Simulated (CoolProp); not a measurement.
Vapour-liquid equilibrium of acetone (1) + water (2) at 89.55 °C; x and y are mole fractions of (1).

Computed with CoolProp (multi-fluid Helmholtz-energy mixture model, Lemmon 2006 and Wagner 2002; pair parameters Bell 2016).

```tsv
x	bubble pressure (MPa)	y at the bubble point	dew pressure at overall composition x (MPa)	liquid density (mol/L)
0.05	0.1280	0.480	0.07249	47.85
0.15	0.1950	0.679	0.08066	38.94
0.25	0.2224	0.730	0.09089	32.41
0.35	0.2337	0.751	0.1040	27.45
0.45	0.2403	0.764	0.1216	23.58
0.55	0.2469	0.781	0.1459	20.50
0.65	0.2547	0.806	0.1815	18.00
0.75	0.2632	0.843	0.2333	15.95
0.85	0.2717	0.894	0.2646	14.25
0.95	0.2791	0.961	0.2781	12.82
```

No azeotrope shows between x = 0.05 and 0.95.

The pair parameters rest on a limited set of measurements; away from them the model extrapolates. With so large a gap from Raoult's law the liquid may split in two, which this calculation doesn't test in full.
